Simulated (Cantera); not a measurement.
A perfectly stirred reactor is fed with CH4 : O2 : N2 : H2O = 1 : 2 : 5.2 : 1.2 (molar parts), equivalence ratio 1.0, at 0.250 bar; it is adiabatic with a 525 K inlet, and is followed from long to short residence time, starting on the burning branch (τ in s: 0.33, 0.14, 0.059, 0.025, 0.01, 0.0044, 0.0018, 0.00077, 0.00033, 0.00014, 5.7e-05, 2.4e-05).

Cantera simulation using GRI-Mech 3.0 (53 species, 325 reactions); the numbers are that mechanism's predictions, not measurements.

One state of this run: T (K) = 2290; x CH4 = 6.85e-6; x O2 = 0.0154; x H2O = 0.309; x N2O = 6.06e-8; x CO = 0.0224; x H = 0.00350; x C2H6 = 1.80e-12. x: mole fraction; the columns are a selection and need not sum to one.

Which value of τ (s) does it belong to?
A) 0.00077
B) 0.00014
C) 5.7e-5
D) 0.059

D, 0.059
